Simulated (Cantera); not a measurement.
## Equilibrium for carbothermic reduction: PbO + CH4 + H2

Charge: 1 mol PbO, 0.51 mol CH4, 3.4 mol H2, held at 188 Torr.

Equilibrium computed with Cantera from the NASA thermochemical tables; the gas is ideal and each condensed phase is pure. Candidate condensed phases: C, C6H6, C7H8, C8H18, H2O, Pb, PbO, PbO2, Pb3O4; 113 gas species. Rates play no part.

At 1550 K the condensed part is Pb(l). From 1650 K to 2450 K nothing is condensed. The main Pb-bearing gas is Pb throughout.

```csv
T (K),x H2,x Pb,x CO,x H2O,x H,x CO2,n Pb(l)
1550,0.676,0.157,0.0837,0.0803,5.18e-5,0.00355,0.0834
1650,0.666,0.168,0.0829,0.0795,0.000148,0.00308,0
1750,0.665,0.168,0.0832,0.0798,0.000379,0.00276,0
1850,0.665,0.168,0.0835,0.0800,0.000878,0.00250,0
1950,0.664,0.168,0.0836,0.0802,0.00187,0.00230,0
2050,0.662,0.168,0.0837,0.0802,0.00369,0.00213,0
2150,0.659,0.168,0.0837,0.0801,0.00685,0.00199,0
2250,0.655,0.167,0.0836,0.0798,0.0120,0.00187,0
2350,0.648,0.167,0.0834,0.0793,0.0201,0.00177,0
2450,0.638,0.165,0.0829,0.0784,0.0321,0.00168,0
```
x: gas mole fraction; n: condensed amount in mol.
